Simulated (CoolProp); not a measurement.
The fluid at 293.15 K and 0.00409 MPa is throttled through a valve to 0.00156 MPa with no heat exchange. The same conditions are run with several fluids, on thermodynamics alone (safety and materials aside).

The numbers come from the reference Helmholtz-energy equation of state of each fluid (dimethyl carbonate: Zhou 2011; oxygen: Schmidt 1985; R143a: Lemmon and Jacobsen 2000; R141b: Lemmon 2006; R113: Marx 1992) in CoolProp.

```tsv
fluid	temperature change (K)	final density (kg/m³)
dimethyl carbonate	-0.1	?
oxygen	?	?
R143a	-0.1	?
R141b	-0.1	?
R113	-0.1	?
```

### Question
What belongs in the gaps?

### Answer

- dimethyl carbonate, final density (kg/m³): 0.0577
- oxygen, temperature change (K): -0.0
- oxygen, final density (kg/m³): 0.0205
- R143a, final density (kg/m³): 0.0538
- R141b, final density (kg/m³): 0.0749
- R113, final density (kg/m³): 0.120
